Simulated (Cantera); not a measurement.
# Adiabatic ignition

An adiabatic, constant-pressure homogeneous reactor starts with CO : H2 : CH4 : O2 : N2 = 1 : 0.16 : 0.15 : 0.463 : 1.74 (molar parts), equivalence ratio 1.9, at 1673 K and 37000 Pa.

Model: GRI-Mech 3.0 (53 species, 325 reactions), integrated in Cantera.

| t (s) | T (K) | x CO | x H2 | x CH4 | x C2H6 | x C2H | x CH3 |
|---|---|---|---|---|---|---|---|
| 2.00e-6 | 1673 | 0.285 | 0.0455 | 0.0427 | <1e-12 | <1e-12 | 7.33e-7 |
| 7.29e-6 | 1673 | 0.285 | 0.0455 | 0.0427 | 1.13e-10 | <1e-12 | 5.75e-6 |
| 2.65e-5 | 1673 | 0.285 | 0.0455 | 0.0426 | 3.58e-8 | <1e-12 | 5.76e-5 |
| 9.67e-5 | 1686 | 0.284 | 0.0450 | 0.0385 | 0.000120 | 1.58e-10 | 0.00256 |
| 0.000352 | 2367 | 0.235 | 0.0310 | <1e-12 | <1e-12 | <1e-12 | <1e-12 |
| 0.00128 | 2640 | 0.235 | 0.0302 | <1e-12 | <1e-12 | <1e-12 | <1e-12 |
| 0.00468 | 2753 | 0.234 | 0.0298 | <1e-12 | <1e-12 | <1e-12 | <1e-12 |
| 0.0170 | 2751 | 0.234 | 0.0299 | <1e-12 | <1e-12 | <1e-12 | <1e-12 |
| 0.0620 | 2751 | 0.234 | 0.0299 | <1e-12 | <1e-12 | <1e-12 | <1e-12 |
| 0.226 | 2751 | 0.234 | 0.0299 | <1e-12 | <1e-12 | <1e-12 | <1e-12 |
| 0.823 | 2751 | 0.234 | 0.0299 | <1e-12 | <1e-12 | <1e-12 | <1e-12 |
| 3.00 | 2751 | 0.234 | 0.0299 | <1e-12 | <1e-12 | <1e-12 | <1e-12 |
x: mole fraction; the columns are a selection and need not sum to one.

```yaml
time_of_steepest_temperature_rise: 0.142 ms
temperature at 3.00 s: 2751 K
equilibrium_temperature: 2751 K
x(CO) at 3.00 s: 0.234 (gas-phase equilibrium 0.234)
x(H2) at 3.00 s: 0.0299 (gas-phase equilibrium 0.0299)
x(CH4) at 3.00 s: <1e-12 (gas-phase equilibrium <1e-12)
```
